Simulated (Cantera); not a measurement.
A perfectly stirred reactor is fed with C2H6 : N2 = 1 : 36 (molar parts), at 42.8 Torr; it is held at 1150 K, and followed from long to short residence time.

Detailed kinetics in Cantera: GRI-Mech 3.0 (53 species, 325 reactions). GRI-Mech 3.0 stops at C3 and has no aromatics, soot or wall deposition, so with more carbon than oxygen in the feed, carbon stays in small species such as C2H2 where larger ones or solid carbon would form.

### Question
Predict: x(C2H6) at τ = 0.640 s; x(C2H2) at τ = 0.640 s; x(C2H6) at τ = 30.0 ms; x(CH2) at τ = 30.0 ms; x(C2H2) at τ = 30.0 ms.

### Answer
```
Quantity                  Value
----------------------  -------
x(C2H6) at τ = 0.640 s  0.00708
x(C2H2) at τ = 0.640 s  0.00379
x(C2H6) at τ = 30.0 ms   0.0250
x(CH2) at τ = 30.0 ms   1.01e-9
x(C2H2) at τ = 30.0 ms  1.97e-5
```
